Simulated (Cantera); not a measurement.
**Si(CH3)4 + CH4 + H2 (silicon carbide growth)**

A closed system holds: 1 mol Si(CH3)4, 0.59 mol CH4, 370 mol H2, equilibrated at 2498 K and 0.0100 bar.

These are equilibrium values from Cantera (NASA tables, ideal gas, pure condensed phases), not measurements of a reactor. Candidate condensed phases: C, C6H6, C7H8, C8H18, Si, SiC; 87 gas species. Kinetics and transport are ignored.

```
Property                                   Result
--------------------------------------  ---------
x(H2)                                       0.773
x(H)                                        0.219
x(C2H2 (acetylene))                       0.00492
x(Si)                                     0.00199
x(SiC2)                                  0.000305
x(C2H)                                    9.97e-5
x(SiH)                                    4.64e-5
x(C3)                                     2.20e-5
x(C4H2)                                   1.29e-5
gas amount                              424.7 mol
log10 activity of C(graphite) (absent)      -0.11
log10 activity of Si(l) (absent)            -2.37
```
